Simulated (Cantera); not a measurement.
**Equilibrium for silicon etching in halogen gases: Si + Br₂**

Feed: 1 mol Si, 2.4 mol Br₂, held at 0.490 bar.

These are equilibrium values from Cantera (NASA tables, ideal gas, pure condensed phases), not measurements of a reactor. Candidate condensed phases: Br₂, Si; 9 gas species. The tables' values for SiBr₃ are old estimates; treat these amounts as uncertain. Rates play no part.

From 677 °C to 1377 °C nothing is condensed. The main Si-bearing gas is SiBr₄ throughout.

```
T (°C)  x SiBr₄     x Br  x Br₂   x SiBr₃
------  -------  -------  -----  --------
677       0.713  0.00235  0.284   3.33e-8
777       0.712  0.00761  0.281   5.06e-7
877       0.707   0.0200  0.273   4.79e-6
977       0.698   0.0442  0.257   3.18e-5
1077      0.684   0.0848  0.231  0.000162
1177      0.662    0.143  0.194  0.000673
1277      0.634    0.214  0.149   0.00242
1377      0.599    0.287  0.105   0.00773
```
x: gas mole fraction; nothing condenses.
